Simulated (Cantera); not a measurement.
A closed system holds: 1 mol Si, 0.72 mol Br₂, 90 mol H₂, equilibrated at 700 K and 100 Torr.

Method: chemical equilibrium by Gibbs-energy minimisation in Cantera with the NASA 1993 tables (ideal gas, pure condensed phases). Candidate condensed phases: Br₂, Si; 19 gas species. The numbers say what is thermodynamically allowed, not how fast it happens.

Base state: H₂ 0.995, SiBr₄ 0.00334, SiHBr₃ 0.000638, HBr 0.000564, SiH₂Br₂ 5.66e-5 (mole fractions); condensed: Si(s).

What changes in the equilibrium state with this change: Br₂ from 0.72 to 3 mol?


```json
[
 {"species": "H₂", "before": "0.995", "after": "0.967"},
 {"species": "HBr", "before": "0.000564", "after": "0.0218"},
 {"species": "SiBr₄", "before": "0.00334", "after": "0.0108"},
 {"species": "SiH₂Br₂", "before": "5.66e-5", "after": "1.16e-7"},
 {"species": "SiHBr₃", "before": "0.000638", "after": "5.21e-5"},
 {"species": "Si(s), mol", "before": "0.636", "after": "0"}
]
```

What changes in the equilibrium state with this change: temperature from 700 K to 1075 K?


| species | before | after |
|---|---|---|
| H₂ | 0.995 | 0.985 |
| HBr | 0.000564 | 0.0140 |
| SiBr₂ | 1.13e-7 | 0.000256 |
| SiBr₄ | 0.00334 | 0.000228 |
| SiBr₃ | 2.37e-7 | 2.02e-5 |
| SiHBr₃ | 0.000638 | 0.000118 |
| SiH₂Br₂ | 5.66e-5 | 2.87e-5 |
| Si(s), mol | 0.636 | 0.941 |
The tables' values for SiBr₃ are old estimates; treat these amounts as uncertain.
